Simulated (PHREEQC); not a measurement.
Solution (25 °C): 0.54 mol NH3 and 0.0062 mol H3BO3 per kg of water. Closed to the air; pH follows from the charge balance.

All values are PHREEQC results (ion-association model, phreeqc.dat), not measurements.

This is a speciation only: nothing precipitates in the calculation.

Question: Estimate the pH, activity of water.

Answer: pH 11.13; activity of water 0.991.

Question: In which forms is B present?

Answer: H2BO3- 99 %, H3BO3 1.2 % of the B.

Complexes and solids missing from the database can't appear.
